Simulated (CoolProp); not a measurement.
Computed with CoolProp (reference Helmholtz-energy equation of state, Jacobsen 1992).

**Question.** Give the vapour pressure (bar), liquid density (kg/m³), enthalpy of vaporisation (kJ/kg), liquid cp (kJ/(kg K)) of saturated R11 at 337.1, 341.3, 347.8 K.

**Answer.** 
| T (K) | p (bar) | liquid density (kg/m³) | enthalpy of vaporisation (kJ/kg) | liquid cp (kJ/(kg K)) |
|---|---|---|---|---|
| 337.1 | 3.49 | 1380 | 165 | 0.927 |
| 341.3 | 3.89 | 1370 | 163 | 0.933 |
| 347.8 | 4.59 | 1350 | 160 | 0.943 |
